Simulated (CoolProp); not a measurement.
Vapour-liquid equilibrium of n-butane (1) + acetone (2) at 0.0822 MPa; x and y are mole fractions of (1).

Computed with CoolProp (multi-fluid Helmholtz-energy mixture model, Bücker 2006 and Lemmon 2006; pair parameters Bell 2016).

| x | bubble temperature, mixture model (K) | bubble temperature, Raoult's law (K) | y, mixture model | y, Raoult's law |
|---|---|---|---|---|
| 0.05 | 301.0 | 316.6 | 0.588 | 0.253 |
| 0.125 | 283.6 | 308.3 | 0.822 | 0.502 |
| 0.2 | 275.8 | 301.5 | 0.884 | 0.656 |
| 0.275 | 272.3 | 295.8 | 0.907 | 0.756 |
| 0.35 | 270.6 | 291.0 | 0.917 | 0.823 |
| 0.425 | 270.0 | 286.8 | 0.921 | 0.871 |
| 0.5 | 269.8 | 283.2 | 0.922 | 0.906 |
| 0.575 | 269.7 | 280.1 | 0.923 | 0.931 |
| 0.65 | 269.6 | 277.3 | 0.924 | 0.951 |
| 0.725 | 269.4 | 274.7 | 0.927 | 0.966 |
| 0.8 | 269.0 | 272.4 | 0.933 | 0.978 |
| 0.875 | 268.4 | 270.4 | 0.946 | 0.988 |
| 0.95 | 267.7 | 268.5 | 0.971 | 0.996 |

The largest gap from Raoult's law is -25.7 K in bubble temperature, at x = 0.2. No azeotrope shows between x = 0.05 and 0.95.

Pair parameters are fitted to limited data, so mixtures are less certain than the pure fluids. With so large a gap from Raoult's law the liquid may split in two, which this calculation doesn't test in full.
